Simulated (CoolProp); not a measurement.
Values from CoolProp's reference Helmholtz-energy equation of state, Guder 2009.

**Question.** Give the vapour pressure (bar), vapour density (kg/m³), liquid cp (kJ/(kg K)), liquid conductivity (mW/(m K)) of saturated sulfur hexafluoride at 251.7 K.

**Answer.** 
```
T (K)  p (bar)  vapour density (kg/m³)  liquid cp (kJ/(kg K))  liquid conductivity (mW/(m K))
-----  -------  ----------------------  ---------------------  ------------------------------
251.7     6.58                    53.8                  0.933                            68.5
```

Thermal conductivity comes from a separate model (Assael 2012).
